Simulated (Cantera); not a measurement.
A closed system holds: 1 mol Si3N4, 1.4 mol NF3, 75 mol H2.

These are equilibrium values from Cantera (NASA tables, ideal gas, pure condensed phases), not measurements of a reactor. Candidate condensed phases: Si, Si3N4; 37 gas species. Mutual solubility and eutectic melting of coexisting phases are not modelled. The tables' values for SiF2, SiF3 are old estimates. The numbers say what is thermodynamically allowed, not how fast it happens.

### Question
What condenses at these points (T in K, P in Pa): (1073, 140); (1173, 720); (1573, 720); (1273, 720); (1573, 140); (1423, 1)?

### Answer
```json
[
 {"T (K)": "1073", "P in Pa": "140", "condensed phases": "Si3N4", "Si condensed (%)": "65.3"},
 {"T (K)": "1173", "P in Pa": "720", "condensed phases": "Si3N4", "Si condensed (%)": "65.4"},
 {"T (K)": "1573", "P in Pa": "720", "condensed phases": "Si + Si3N4", "Si condensed (%)": "54.7"},
 {"T (K)": "1273", "P in Pa": "720", "condensed phases": "Si3N4", "Si condensed (%)": "65.5"},
 {"T (K)": "1573", "P in Pa": "140", "condensed phases": "Si", "Si condensed (%)": "50.7"},
 {"T (K)": "1423", "P in Pa": "1", "condensed phases": "Si", "Si condensed (%)": "45.3"}
]
```
